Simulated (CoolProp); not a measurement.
Dry air at 293.15 K and 0.295 MPa flows at 14 m/s in a round tube of 50 mm bore and 0.25 µm roughness, fully developed (64/Re and Nu = 3.66 if laminar; Colebrook and Gnielinski if turbulent). Each further row changes one setting.

Model: reference Helmholtz-energy equation of state, Lemmon 2000, in CoolProp. It is a pseudo-pure fit of the blend.

```csv
case,Reynolds number,Darcy friction factor,pressure drop (Pa/m),heat-transfer coefficient (W/(m² K)),mass flow (kg/h)
as stated,(withheld),0.0170,117,118,(withheld)
velocity 28 m/s,269000,0.0148,(withheld),(withheld),695
diameter 100 mm,269000,0.0148,(withheld),103,(withheld)
```

Fill in the missing entries.


- as stated, Reynolds number: 135000
- as stated, mass flow (kg/h): 347
- velocity 28 m/s, pressure drop (Pa/m): 408
- velocity 28 m/s, heat-transfer coefficient (W/(m² K)): 206
- diameter 100 mm, pressure drop (Pa/m): 50.9
- diameter 100 mm, mass flow (kg/h): 1390

Viscosity comes from a separate model (Lemmon 2004). Thermal conductivity comes from a separate model (Lemmon 2004).
